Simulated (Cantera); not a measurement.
An isothermal, constant-pressure homogeneous reactor starts with CH4 : CO2 = 1 : 1.3 (molar parts), at 1323 K and 0.132 atm. Integrator tolerance rtol = 1e-08.

Cantera simulation using GRI-Mech 3.0 (53 species, 325 reactions); the numbers are that mechanism's predictions, not measurements.

Problem. What does this change do: temperature 1323 to 1223 K?

Solution. 
| quantity | before | after |
|---|---|---|
| x(CH4) at 20.0 s | 0.377 (gas-phase equilibrium 7.82e-7) | 0.432 (gas-phase equilibrium 4.70e-6) |
| x(CO2) at 20.0 s | 0.529 (gas-phase equilibrium 0.0274) | 0.565 (gas-phase equilibrium 0.0312) |
| x(OH) at 20.0 s | 1.64e-9 (gas-phase equilibrium 4.12e-9) | 4.57e-12 (gas-phase equilibrium 4.41e-10) |
| x(H2O) at 20.0 s | 0.0136 (gas-phase equilibrium 0.0424) | 5.37e-5 (gas-phase equilibrium 0.0386) |
| x(H) at 20.0 s | 2.13e-7 (gas-phase equilibrium 2.84e-6) | 2.04e-9 (gas-phase equilibrium 5.41e-7) |
